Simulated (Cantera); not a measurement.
An isothermal, constant-pressure homogeneous reactor starts with H2 : O2 : N2 = 0.51 : 1 : 6.1 (molar parts), equivalence ratio 0.26, at 1200 K and 0.710 bar.

Computed with Cantera and the H2/O2 subset of GRI-Mech 3.0, which has no nitrogen chemistry. The temperature is held fixed by assumption; the heat of reaction is taken as removed at once.

x: mole fraction; the columns are a selection and need not sum to one.

```
t (s)         x H2   x O2       x H      x OH    x H2O2
--------  --------  -----  --------  --------  --------
3.00e-6     0.0670  0.131   1.22e-9  1.66e-10    <1e-12
1.94e-5     0.0670  0.131         ?         ?  2.92e-11
0.000125    0.0146  0.106    0.0142   0.00317   4.57e-6
0.000805  0.000102  0.101   7.63e-6  0.000183   8.37e-7
0.00520    2.29e-6  0.101   5.43e-8   3.80e-5   8.22e-8
0.0335           ?  0.101         ?         ?         ?
0.216      1.02e-8  0.101  7.39e-11   4.28e-6   1.50e-9
1.40       3.43e-9  0.101  1.44e-11   2.33e-6  4.68e-10
9.00       3.31e-9  0.101  1.36e-11   2.27e-6  4.46e-10
```

Problem. Complete the blanks.

Solution. 
- 1.94e-5, x H: 3.20e-8
- 1.94e-5, x OH: 6.96e-9
- 0.0335, x H2: 8.39e-8
- 0.0335, x H: 1.37e-9
- 0.0335, x OH: 1.15e-5
- 0.0335, x H2O2: 9.79e-9
